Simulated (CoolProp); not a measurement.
Vapour-liquid equilibrium of n-decane (1) + n-dodecane (2) at 435 K; x and y are mole fractions of (1).

Model: multi-fluid Helmholtz-energy mixture model, Lemmon 2006 and Lemmon 2004; pair parameters Bell 2016, in CoolProp.

```json
[
 {"x": "0.05", "bubble pressure, mixture model (MPa)": "0.02495", "bubble pressure, Raoult's law (MPa)": "0.02511", "y, mixture model": "0.138", "y, Raoult's law": "0.146"},
 {"x": "0.125", "bubble pressure, mixture model (MPa)": "0.02861", "bubble pressure, Raoult's law (MPa)": "0.02892", "y, mixture model": "0.306", "y, Raoult's law": "0.317"},
 {"x": "0.2", "bubble pressure, mixture model (MPa)": "0.03236", "bubble pressure, Raoult's law (MPa)": "0.03273", "y, mixture model": "0.437", "y, Raoult's law": "0.448"},
 {"x": "0.275", "bubble pressure, mixture model (MPa)": "0.03617", "bubble pressure, Raoult's law (MPa)": "0.03654", "y, mixture model": "0.543", "y, Raoult's law": "0.552"},
 {"x": "0.35", "bubble pressure, mixture model (MPa)": "0.04002", "bubble pressure, Raoult's law (MPa)": "0.04035", "y, mixture model": "0.629", "y, Raoult's law": "0.636"},
 {"x": "0.425", "bubble pressure, mixture model (MPa)": "0.04389", "bubble pressure, Raoult's law (MPa)": "0.04416", "y, mixture model": "0.699", "y, Raoult's law": "0.706"},
 {"x": "0.5", "bubble pressure, mixture model (MPa)": "0.04775", "bubble pressure, Raoult's law (MPa)": "0.04797", "y, mixture model": "0.759", "y, Raoult's law": "0.765"},
 {"x": "0.575", "bubble pressure, mixture model (MPa)": "0.05161", "bubble pressure, Raoult's law (MPa)": "0.05178", "y, mixture model": "0.810", "y, Raoult's law": "0.815"},
 {"x": "0.65", "bubble pressure, mixture model (MPa)": "0.05546", "bubble pressure, Raoult's law (MPa)": "0.05559", "y, mixture model": "0.853", "y, Raoult's law": "0.858"},
 {"x": "0.725", "bubble pressure, mixture model (MPa)": "0.05929", "bubble pressure, Raoult's law (MPa)": "0.05941", "y, mixture model": "0.891", "y, Raoult's law": "0.896"},
 {"x": "0.8", "bubble pressure, mixture model (MPa)": "0.06312", "bubble pressure, Raoult's law (MPa)": "0.06322", "y, mixture model": "0.925", "y, Raoult's law": "0.929"},
 {"x": "0.875", "bubble pressure, mixture model (MPa)": "0.06695", "bubble pressure, Raoult's law (MPa)": "0.06703", "y, mixture model": "0.955", "y, Raoult's law": "0.958"},
 {"x": "0.95", "bubble pressure, mixture model (MPa)": "0.07080", "bubble pressure, Raoult's law (MPa)": "0.07084", "y, mixture model": "0.983", "y, Raoult's law": "0.984"}
]
```

The largest gap from Raoult's law is -1.1 % in bubble pressure, at x = 0.2. No azeotrope shows between x = 0.05 and 0.95.

Pair parameters are fitted to limited data, so mixtures are less certain than the pure fluids.
